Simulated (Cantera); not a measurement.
An isothermal, constant-pressure homogeneous reactor starts with H2 : O2 = 0.037 : 1 (molar parts), equivalence ratio 0.018, at 948 K and 20.0 Torr.

Detailed kinetics in Cantera: the H2/O2 subset of GRI-Mech 3.0, which has no nitrogen chemistry. Radical loss at walls, strong at low pressure, is not modelled. Below about 950 K walls govern HO2 and H2O2 in real vessels. The temperature is held fixed by assumption; the heat of reaction is taken as removed at once.

x: mole fraction; the columns are a selection and need not sum to one.

| t (s) | x H2 | x O2 | x H2O2 | x H | x OH |
|---|---|---|---|---|---|
| 0.000200 | 0.0357 | 0.964 | <1e-12 | 2.15e-11 | 1.24e-11 |
| 0.000446 | 0.0357 | 0.964 | <1e-12 | 6.53e-11 | 4.82e-11 |
| 0.000993 | 0.0357 | 0.964 | <1e-12 | 5.08e-10 | 4.11e-10 |
| 0.00221 | 0.0357 | 0.964 | <1e-12 | 4.00e-8 | 3.28e-8 |
| 0.00493 | 0.0335 | 0.963 | ? | ? | ? |
| 0.0110 | ? | 0.958 | ? | ? | ? |
| 0.0245 | 0.000147 | 0.963 | 1.51e-7 | 7.31e-5 | 0.000213 |
| 0.0546 | 3.21e-5 | 0.963 | 1.00e-7 | 6.39e-6 | 8.67e-5 |
| 0.122 | 7.75e-6 | 0.964 | 6.56e-8 | 6.55e-7 | 4.03e-5 |
| 0.271 | 1.82e-6 | 0.964 | 3.84e-8 | 7.59e-8 | 1.99e-5 |
| 0.604 | 3.79e-7 | 0.964 | 2.02e-8 | 1.03e-8 | 1.04e-5 |
| 1.35 | 6.81e-8 | 0.964 | 9.91e-9 | 1.69e-9 | 5.69e-6 |
| 3.00 | 1.19e-8 | 0.964 | 4.73e-9 | 3.28e-10 | 3.30e-6 |

Problem. What belongs in the gaps?

Solution. 
- 0.00493, x H2O2: 4.98e-8
- 0.00493, x H: 0.000583
- 0.00493, x OH: 0.000406
- 0.0110, x H2: 0.00104
- 0.0110, x H2O2: 3.16e-7
- 0.0110, x H: 0.00138
- 0.0110, x OH: 0.000807
